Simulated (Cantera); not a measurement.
A diamond (100) surface in a fixed gas of H2 with x(CH4) = 0.0078, x(CH3) = 8.7e-05, at 1173 K, 90.0 Torr; coverages are run to steady state.

Model: the Harris–Goodwin 1993 mechanism for the reconstructed diamond (100) surface, integrated in Cantera.

θ: site fractions in the mechanism's names (c6HH fully hydrogenated, c6H* and c6*H radical sites, c6** diradical, c6HM methylated).

```
x(H)     growth (µm/h)  θ c6HH  θ c6H*  θ c6*H   θ c6**    θ c6HM
-------  -------------  ------  ------  ------  -------  --------
0.0001      (withheld)   0.607  0.0262   0.354  0.00510   0.00376
0.00022     (withheld)   0.536  0.0306   0.414   0.0101   0.00466
0.00047     (withheld)   0.496  0.0330   0.446   0.0156   0.00515
0.001       (withheld)   0.474  0.0343   0.463   0.0204   0.00504
0.0022      (withheld)   0.463  0.0349   0.471   0.0238   0.00421
0.0049      (withheld)   0.458  0.0354   0.476   0.0257   0.00293
0.011       (withheld)   0.456  0.0357   0.478   0.0267   0.00171
0.023             9.31   0.456  0.0361   0.479   0.0273  0.000942
0.05              10.0   0.456  0.0369   0.479   0.0277  0.000469
```

Problem. Some entries are withheld; supply them.

Solution. 
- 0.0001, growth (µm/h): 0.265
- 0.00022, growth (µm/h): 0.645
- 0.00047, growth (µm/h): 1.34
- 0.001, growth (µm/h): 2.50
- 0.0022, growth (µm/h): 4.27
- 0.0049, growth (µm/h): 6.35
- 0.011, growth (µm/h): 8.18
